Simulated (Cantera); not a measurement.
An isothermal, constant-pressure homogeneous reactor starts with CH4 : CO2 : H2 = 1 : 4.3 : 1.2 (molar parts), at 1448 K and 17.8 atm. Integrator tolerance rtol = 1e-08.

Computed with Cantera and GRI-Mech 3.0 (53 species, 325 reactions). The pressure lies above the range GRI-Mech 3.0 was tuned for (to about 10 atm).

Task: What does this change do: H2 1.2 to 0.14 parts?

Result: 
```json
[
 {"quantity": "x(CH4) at 30.0 s", "before": "0.0336 (gas-phase equilibrium 3.56e-5)", "after": "0.0193 (gas-phase equilibrium 1.09e-5)"},
 {"quantity": "x(CO2) at 30.0 s", "before": "0.249 (gas-phase equilibrium 0.194)", "after": "0.315 (gas-phase equilibrium 0.272)"},
 {"quantity": "x(H2) at 30.0 s", "before": "0.131 (gas-phase equilibrium 0.182)", "after": "0.0912 (gas-phase equilibrium 0.117)"},
 {"quantity": "x(CH2) at 30.0 s", "before": "1.86e-11 (gas-phase equilibrium <1e-12)", "after": "1.56e-11 (gas-phase equilibrium <1e-12)"},
 {"quantity": "x(O2) at 30.0 s", "before": "<1e-12 (gas-phase equilibrium <1e-12)", "after": "<1e-12 (gas-phase equilibrium <1e-12)"},
 {"quantity": "x(CH3) at 30.0 s", "before": "4.05e-6 (gas-phase equilibrium 3.67e-9)", "after": "2.79e-6 (gas-phase equilibrium 1.40e-9)"}
]
```

Task: What does this change do: temperature 1448 to 1675 K?

Result: 
```
quantity                                           before                                      after
----------------  ---------------------------------------  -----------------------------------------
x(CH4) at 30.0 s   0.0336 (gas-phase equilibrium 3.56e-5)    1.88e-6 (gas-phase equilibrium 1.97e-6)
x(CO2) at 30.0 s      0.249 (gas-phase equilibrium 0.194)        0.176 (gas-phase equilibrium 0.176)
x(H2) at 30.0 s       0.131 (gas-phase equilibrium 0.182)        0.164 (gas-phase equilibrium 0.164)
x(CH2) at 30.0 s  1.86e-11 (gas-phase equilibrium <1e-12)      <1e-12 (gas-phase equilibrium <1e-12)
x(O2) at 30.0 s     <1e-12 (gas-phase equilibrium <1e-12)  2.26e-11 (gas-phase equilibrium 2.26e-11)
x(CH3) at 30.0 s  4.05e-6 (gas-phase equilibrium 3.67e-9)    2.60e-9 (gas-phase equilibrium 2.72e-9)
```
